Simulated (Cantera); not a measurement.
Feed: 1 mol B2O3, 14 mol H2O, 0.28 mol H2, 0.38 mol N2, equilibrated at 1148.15 K and 0.000280 bar.

These are equilibrium values from Cantera (NASA tables, ideal gas, pure condensed phases), not measurements of a reactor. Candidate condensed phases: B, BN, B2O3, B3O3H3, H2O; 39 gas species. Gases not in the tables: H3BO3. Rates play no part.

Base state: H2O 0.933, N2 0.0256, HBO2 0.0221, H2 0.0189, (HBO2)3 0.000216 (mole fractions); condensed: B2O3(l).

**Question.** What changes in the equilibrium state with this change: pressure from 0.000280 bar to 0.000570 bar?

**Answer.** 
| species | before | after |
|---|---|---|
| H2O | 0.933 | 0.939 |
| N2 | 0.0256 | 0.0257 |
| H2 | 0.0189 | 0.0190 |
| HBO2 | 0.0221 | 0.0156 |
| (HBO2)3 | 0.000216 | 0.000311 |
| B2O3(l), mol | 0.831 | 0.878 |

**Question.** What changes in the equilibrium state with this change: temperature from 1148.15 K to 2300 K?

**Answer.** 
```
species         before     after
------------  --------  --------
H2O              0.933     0.307
H              5.90e-7     0.224
H2              0.0189     0.150
O                <1e-9    0.0757
O2               <1e-9    0.0650
BO2            5.34e-9    0.0176
OH             1.74e-7    0.0741
HBO2            0.0221    0.0606
N2              0.0256    0.0163
BO               <1e-9   0.00679
NO               <1e-9   0.00126
(HBO2)3       0.000216     <1e-9
HBO            1.40e-8  0.000405
B2O3(l), mol     0.831         0
```
